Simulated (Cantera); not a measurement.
Feed: 1 mol SiH4, 0.93 mol NO, 0.48 mol H2O, at 1850 K and 10.5 Torr.

These are equilibrium values from Cantera (NASA tables, ideal gas, pure condensed phases), not measurements of a reactor. The tables hold silica as quartz up to 1696 K and as liquid above; real silica turns to tridymite and cristobalite and melts near 1996 K. Equilibrium is a limit: real reactors are often held back by kinetics, nucleation or transport.

| species | before | after |
|---|---|---|
| H2 | 0.695 | 0.902 |
| N2 | 0.131 | 0.0976 |
| SiO | 0.168 | 0.000162 |
| H | 0.00380 | 5.33e-5 |
| H2O | 0.00167 | 6.49e-5 |
| SiO2(condensed), mol | 0.404 | 0 |
| SiO2(β-quartz), mol | 0 | 0.606 |
| Si2N2O(s), mol | 0 | 0.197 |
Gas species are given as mole fractions.

**Question.** What was changed between the two runs?
A. pressure from 10.5 Torr to 21.8 Torr
B. temperature from 1850 K to 1423 K
C. NO from 0.93 to 0.64 mol
D. NO from 0.93 to 13 mol

**Answer.** B, temperature from 1850 K to 1423 K. Mutual solubility and eutectic melting of coexisting phases are not modelled
